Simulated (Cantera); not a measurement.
What does this Cantera script print?

```python
import numpy as np
import cantera as ct

gas_names = """
    I2 ALI3 H2 HI
""".split()
cond_names = """
    AL(cr) AL(L) Mg(cr) Mg(L) MgI2(s) MgI2(L)
""".split()


def load(file, names, dense=False):
    # The tables refer to 1 bar. Condensed volumes are neglected.
    table = {s.name: s for s in ct.Species.list_from_file(file)}
    out = []
    for n in names:
        d = dict(table[n].input_data)
        d["thermo"] = dict(d["thermo"], **{"reference-pressure": 1e5})
        if dense:
            d["equation-of-state"] = {"model": "constant-volume", "density": "1e6 g/cm^3"}
        out.append(ct.Species.from_dict(d))
    return out


species = {s.name: s for s in load("nasa_gas.yaml", gas_names) + load("nasa_condensed.yaml", cond_names)}
# Each term lists the table entries of one substance; the one whose range holds T is used.
reactions = {
    '0.6667 Al + I2(g) = 0.6667 AlI3(g)':
        [(-0.6666666666666666, ['AL(cr)', 'AL(L)']), (-1, ['I2']), (0.6666666666666666, ['ALI3'])],
    'H2(g) + I2(g) = 2 HI(g)':
        [(-1, ['H2']), (-1, ['I2']), (2, ['HI'])],
    'Mg + I2(g) = MgI2':
        [(-1, ['Mg(cr)', 'Mg(L)']), (-1, ['I2']), (1, ['MgI2(s)', 'MgI2(L)'])],
}


def pick(names, T):
    return next(species[n] for n in names if species[n].thermo.min_temp <= T <= species[n].thermo.max_temp)


results = []
for label, terms in reactions.items():
    print(label)
    print("     T/K   dH/kJ  dS/(J/K)   dG/kJ   log10 K")
    for T in [498, 598, 698, 798, 898, 998, 1098, 1198, 1298, 1398]:
        used = [(nu, pick(names, T)) for nu, names in terms]
        dH = sum(nu * s.thermo.h(T) for nu, s in used) / 1e6
        dS = sum(nu * s.thermo.s(T) for nu, s in used) / 1e3
        dG = dH - T * dS / 1e3
        logK = -dG * 1e6 / (ct.gas_constant * T * np.log(10))
        results.append((label, T, dH, dS, dG, logK, [s.name for _, s in used]))
        print(f"{T:8g} {dH:8.1f} {dS:8.1f} {dG:8.1f} {logK:8.2f}")
```

Output:

```
0.6667 Al + I2(g) = 0.6667 AlI3(g)
     T/K   dH/kJ  dS/(J/K)   dG/kJ   log10 K
     498   -191.6    -31.3   -176.0    18.46
     598   -191.8    -31.6   -172.9    15.10
     698   -192.0    -31.9   -169.7    12.70
     798   -192.3    -32.4   -166.5    10.90
     898   -192.8    -32.9   -163.2     9.49
     998   -200.4    -41.0   -159.4     8.34
    1098   -200.8    -41.4   -155.3     7.39
    1198   -201.2    -41.8   -151.1     6.59
    1298   -201.7    -42.2   -146.9     5.91
    1398   -202.2    -42.5   -142.7     5.33
H2(g) + I2(g) = 2 HI(g)
     T/K   dH/kJ  dS/(J/K)   dG/kJ   log10 K
     498    -11.2     17.8    -20.1     2.11
     598    -11.9     16.6    -21.9     1.91
     698    -12.5     15.7    -23.5     1.76
     798    -12.9     15.1    -25.0     1.64
     898    -13.3     14.7    -26.5     1.54
     998    -13.5     14.5    -28.0     1.46
    1098    -13.7     14.3    -29.4     1.40
    1198    -13.8     14.2    -30.8     1.34
    1298    -13.9     14.1    -32.2     1.30
    1398    -14.0     14.0    -33.6     1.26
Mg + I2(g) = MgI2
     T/K   dH/kJ  dS/(J/K)   dG/kJ   log10 K
     498   -426.4   -156.0   -348.7    36.58
     598   -424.7   -153.0   -333.3    29.11
     698   -423.0   -150.3   -318.1    23.81
     798   -421.2   -147.9   -303.2    19.85
     898   -419.4   -145.8   -288.5    16.78
     998   -395.8   -119.7   -276.4    14.46
    1098   -393.0   -117.0   -264.5    12.58
    1198   -390.2   -114.6   -253.0    11.03
    1298   -387.5   -112.4   -241.6     9.72
    1398   -384.8   -110.4   -230.5     8.61
```

Standard-state values (1 bar) from the NASA 1993 polynomials, evaluated with Cantera. Condensed species are held in their standard states even where they would react or evaporate.
